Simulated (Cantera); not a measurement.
A closed system holds: 1 mol Si, 0.054 mol HCl, 1.1 mol H2, at 0.830 bar.

Cantera equilibrium calculation (NASA polynomials, part measured and part estimated; ideal gas, pure solids and liquids). Candidate condensed phases: Si; 19 gas species. The tables' values for SiCl3 are old estimates; treat these amounts as uncertain. Equilibrium is a limit: real reactors are often held back by kinetics, nucleation or transport. All values below are at 1300 K.

Base state: H2 0.965, HCl 0.0290, SiCl2 0.00232, SiHCl3 0.00186, SiCl4 0.00122, SiCl3 0.000692, SiH2Cl2 0.000397, SiH3Cl 2.39e-5 (mole fractions); condensed: Si(s).

Question: What changes in the equilibrium state with this change: HCl from 0.054 to 2 mol?

Answer: 
```tsv
species	before	after
H2	0.965	0.726
SiCl4	0.00122	0.107
HCl	0.0290	0.0769
SiCl3	0.000692	0.0198
SiHCl3	0.00186	0.0461
SiCl2	0.00232	0.0217
SiH2Cl2	0.000397	0.00280
SiH3Cl	2.39e-5	4.77e-5
Si(s), mol	0.993	0.475
```

Question: What changes in the equilibrium state with this change: H2 from 1.1 to 7.7 mol?

Answer: 
| species | before | after |
|---|---|---|
| H2 | 0.965 | 0.993 |
| HCl | 0.0290 | 0.00659 |
| SiCl2 | 0.00232 | 0.000116 |
| SiCl4 | 0.00122 | 3.08e-6 |
| SiCl3 | 0.000692 | 7.78e-6 |
| SiHCl3 | 0.00186 | 2.12e-5 |
| SiH2Cl2 | 0.000397 | 2.05e-5 |
| Si(s), mol | 0.993 | 0.999 |
